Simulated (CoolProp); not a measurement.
Vapour-liquid equilibrium of toluene (1) + m-xylene (2) at 245.05 °C; x and y are mole fractions of (1).

Values from CoolProp's multi-fluid Helmholtz-energy mixture model, Lemmon 2006 and Zhou 2012; pair parameters Bell 2016.

| x | bubble pressure, mixture model (MPa) | bubble pressure, Raoult's law (MPa) | y, mixture model | y, Raoult's law |
|---|---|---|---|---|
| 0.05 | 0.9428 | 0.9433 | 0.074 | 0.082 |
| 0.125 | 0.9917 | 0.9916 | 0.179 | 0.196 |
| 0.2 | 1.042 | 1.040 | 0.277 | 0.299 |
| 0.275 | 1.092 | 1.088 | (withheld) | 0.393 |
| 0.35 | 1.143 | 1.136 | 0.450 | 0.479 |
| 0.425 | 1.194 | 1.185 | (withheld) | 0.558 |
| 0.5 | (withheld) | 1.233 | (withheld) | 0.630 |
| 0.575 | 1.293 | 1.281 | (withheld) | 0.698 |
| 0.65 | 1.342 | 1.329 | 0.730 | 0.760 |
| 0.725 | 1.389 | 1.378 | 0.790 | 0.818 |
| 0.8 | 1.436 | 1.426 | 0.849 | 0.872 |
| 0.875 | 1.481 | 1.474 | 0.906 | 0.923 |
| 0.95 | 1.526 | 1.522 | 0.962 | 0.970 |

Task: Fill in the missing entries.

Result: 
- 0.275, y, mixture model: 0.367
- 0.425, y, mixture model: 0.527
- 0.5, bubble pressure, mixture model (MPa): 1.244
- 0.5, y, mixture model: 0.599
- 0.575, y, mixture model: 0.666

The largest gap from Raoult's law is +0.9 % in bubble pressure, at x = 0.575. No azeotrope shows between x = 0.05 and 0.95.

The pair parameters rest on a limited set of measurements; away from them the model extrapolates.
